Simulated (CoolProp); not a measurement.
Vapour-liquid equilibrium of toluene (1) + ethylbenzene (2) at 5.85 bar; x and y are mole fractions of (1).

The numbers come from the multi-fluid Helmholtz-energy mixture model, Lemmon 2006 and Zhou 2012; pair parameters Bell 2016 in CoolProp.

Problem. Give the bubble temperature and the first vapour's composition at x = 0.05, 0.65, 0.85. Is there an azeotrope?

Solution. x = 0.05: 214.5 °C, y = 0.076; x = 0.65: 196.0 °C, y = 0.747; x = 0.85: 190.5 °C, y = 0.904. No azeotrope shows between x = 0.05 and 0.95.

Pair parameters are fitted to limited data, so mixtures are less certain than the pure fluids.
